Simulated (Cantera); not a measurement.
# Equilibrium for abatement and gas-phase synthesis: CS2 + SO2 + H2

A closed system holds: 1 mol CS2, 0.018 mol SO2, 1.5 mol H2, at 22.0 bar.

Equilibrium computed with Cantera from the NASA thermochemical tables; the gas is ideal and each condensed phase is pure. Candidate condensed phases: C, C6H6, C7H8, C8H18, H2O, H2SO4, S; 123 gas species. Gases not in the tables: S3 to S7. The numbers say what is thermodynamically allowed, not how fast it happens.

```json
[
 {"T (K)": "1075", "x H2S": "0.811", "x H2": "0.0200", "x CS2": "0.131", "x S2": "0.0183", "x CO": "0.00837", "x COS": "0.0107", "x SH": "2.93e-5", "n C(graphite)": "0.729"},
 {"T (K)": "1150", "x H2S": "0.787", "x H2": "0.0354", "x CS2": "0.136", "x S2": "0.0206", "x CO": "0.0112", "x COS": "0.00792", "x SH": "7.12e-5", "n C(graphite)": "0.716"},
 {"T (K)": "1225", "x H2S": "0.755", "x H2": "0.0570", "x CS2": "0.144", "x S2": "0.0232", "x CO": "0.0134", "x COS": "0.00567", "x SH": "0.000155", "n C(graphite)": "0.697"},
 {"T (K)": "1300", "x H2S": "0.714", "x H2": "0.0848", "x CS2": "0.154", "x S2": "0.0262", "x CO": "0.0149", "x COS": "0.00404", "x SH": "0.000305", "n C(graphite)": "0.674"},
 {"T (K)": "1375", "x H2S": "0.667", "x H2": "0.118", "x CS2": "0.165", "x S2": "0.0295", "x CO": "0.0158", "x COS": "0.00291", "x SH": "0.000556", "n C(graphite)": "0.647"},
 {"T (K)": "1450", "x H2S": "0.614", "x H2": "0.154", "x CS2": "0.178", "x S2": "0.0332", "x CO": "0.0162", "x COS": "0.00214", "x SH": "0.000943", "n C(graphite)": "0.616"},
 {"T (K)": "1525", "x H2S": "0.559", "x H2": "0.192", "x CS2": "0.190", "x S2": "0.0371", "x CO": "0.0164", "x COS": "0.00160", "x SH": "0.00151", "n C(graphite)": "0.583"},
 {"T (K)": "1600", "x H2S": "0.504", "x H2": "0.230", "x CS2": "0.202", "x S2": "0.0410", "x CO": "0.0165", "x COS": "0.00122", "x SH": "0.00228", "n C(graphite)": "0.549"},
 {"T (K)": "1675", "x H2S": "0.451", "x H2": "0.267", "x CS2": "0.214", "x S2": "0.0449", "x CO": "0.0164", "x COS": "0.000946", "x SH": "0.00330", "n C(graphite)": "0.516"},
 {"T (K)": "1750", "x H2S": "0.401", "x H2": "0.302", "x CS2": "0.224", "x S2": "0.0486", "x CO": "0.0162", "x COS": "0.000748", "x SH": "0.00458", "n C(graphite)": "0.483"}
]
```
x: gas mole fraction; n: condensed amount in mol.

From 1075 K to 1750 K the condensed part is C(graphite). The main C-bearing gas is CS2 throughout. The share of C in condensed phases is highest at 1075 K (72.9 %) and lowest at 1750 K (48.3 %).
